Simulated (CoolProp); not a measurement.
The fluid at 465.68 K and 2.37 MPa is throttled through a valve to 0.756 MPa with no heat exchange. The same conditions are run with several fluids, on thermodynamics alone (safety and materials aside).

The numbers come from the reference Helmholtz-energy equation of state of each fluid (CF4 (R14): Platzer 1990; carbon monoxide: Lemmon 2006; neopentane: Lemmon 2006; trans-2-butene: Lemmon 2005; carbon dioxide: Span 1996) in CoolProp. The equations of Platzer and Polt are older, rougher fits.

### Question
Rank CF4 (R14), carbon monoxide, neopentane, trans-2-butene, carbon dioxide by temperature change (K), highest first.

### Answer
carbon monoxide (-1.1), CF4 (R14) (-3.1), carbon dioxide (-6.0), neopentane (-12.6), trans-2-butene (-13.4)

```tsv
fluid	final density (kg/m³)
CF4 (R14)	17.3
carbon monoxide	5.47
neopentane	15.6
trans-2-butene	12.0
carbon dioxide	8.77
```
